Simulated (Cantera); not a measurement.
# Premixed flame

A freely propagating, adiabatic, planar premixed flame of 8.10 % CH₄, 3.57 % CO, 18.0 % O₂, 55.8 % N₂, 14.6 % CO₂, equivalence ratio 1.0, unburnt at 350 K and 200000 Pa; mixture-averaged transport, grid criteria slope 0.08 and curve 0.16, no radiation.

Detailed kinetics in Cantera: GRI-Mech 3.0 (53 species, 325 reactions). Burning velocities carry a grid error of a few per cent, more on coarse grids.

```tsv
z (mm)	T (K)	u (m/s)	x CH₄	x CO	x O₂	x HO₂	x H₂	x HCO
-1.10	350	0.225	0.0810	0.0356	0.180	1.62e-8	0.000485	<1e-8
-0.735	353	0.227	0.0807	0.0356	0.179	2.91e-7	0.00145	<1e-8
-0.552	363	0.234	0.0798	0.0357	0.178	1.46e-6	0.00258	<1e-8
-0.368	436	0.282	0.0749	0.0366	0.172	1.34e-5	0.00477	<1e-8
-0.184	857	0.559	0.0503	0.0436	0.134	0.000120	0.00795	4.17e-8
-0.0919	1264	0.828	0.0263	0.0516	0.0936	0.000145	0.00945	2.25e-6
0	1655	1.08	0.00432	0.0566	0.0484	7.87e-5	0.00904	1.50e-5
0.0919	1805	1.17	9.26e-5	0.0459	0.0276	1.66e-5	0.00617	1.63e-6
0.184	1868	1.21	1.09e-6	0.0374	0.0218	1.04e-5	0.00523	8.12e-8
0.368	1941	1.25	<1e-8	0.0304	0.0175	6.28e-6	0.00438	2.89e-8
0.735	2010	1.29	<1e-8	0.0241	0.0135	3.31e-6	0.00332	1.13e-8
1.47	2064	1.32	<1e-8	0.0184	0.0102	1.71e-6	0.00244	<1e-8
2.94	2102	1.34	<1e-8	0.0140	0.00776	9.26e-7	0.00179	<1e-8
```
x: mole fraction of selected species; z is measured from the peak of heat release.

```
Item                         Result
------------------------  ---------
laminar burning velocity  22.5 cm/s
thermal thickness          0.368 mm
peak x(HO₂)                0.000145
peak x(H₂)                  0.00976
peak x(HCO)                 1.50e-5
grid points                     137
```
